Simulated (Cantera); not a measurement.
Feed: 1 mol Si, 6.8 mol HF, 0.38 mol N2, at 1198 K and 19.0 mbar.

Method: chemical equilibrium by Gibbs-energy minimisation in Cantera with the NASA 1993 tables (ideal gas, pure condensed phases). Candidate condensed phases: Si, Si3N4; 37 gas species. Equilibrium is a limit: real reactors are often held back by kinetics, nucleation or transport.

Q: What is the equilibrium state?

A: 
```json
{
  "x(HF)": "0.453",
  "x(H2)": "0.324",
  "x(SiF4)": "0.162",
  "x(N2)": "0.0615",
  "x(SiHF3)": "3.71e-6",
  "x(SiF3)": "3.00e-6",
  "gas_amount": "6.180 mol",
  "log10 activity of Si(s) (absent)": "-12.90"
}
```
